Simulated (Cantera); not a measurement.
Input: 1 mol CH3SiCl3, 0.12 mol C2H2, 1.6 mol H2, equilibrated at 0.0230 bar.

Method: chemical equilibrium by Gibbs-energy minimisation in Cantera with the NASA 1993 tables (ideal gas, pure condensed phases). Candidate condensed phases: C, C6H6, C7H8, C8H18, Si, SiC; 109 gas species. The feed counts by its element totals alone. The tables' values for SiCl3, SiCl are old estimates; treat these amounts as uncertain. The numbers say what is thermodynamically allowed, not how fast it happens. All values below are at 2023 K.

Base state: HCl 0.475, H2 0.435, SiCl2 0.0720, H 0.00826, Cl 0.00669, SiCl3 0.00167, SiCl 0.000429, C2H2 (acetylene) 0.000389 (mole fractions); condensed: C(graphite) + SiC(s).

### Question
What changes in the equilibrium state with this change: pressure from 0.0230 bar to 0.00250 bar?

### Answer
```tsv
species	before	after
HCl	0.475	0.459
H2	0.435	0.423
SiCl2	0.0720	0.0692
H	0.00826	0.0247
Cl	0.00669	0.0199
SiCl4	4.28e-5	4.30e-6
SiHCl3	1.60e-5	1.62e-6
C(graphite), mol	0.589	0.586
SiC(s), mol	0.647	0.649
```
The tables' values for SiCl, SiCl3 are old estimates; treat these amounts as uncertain.
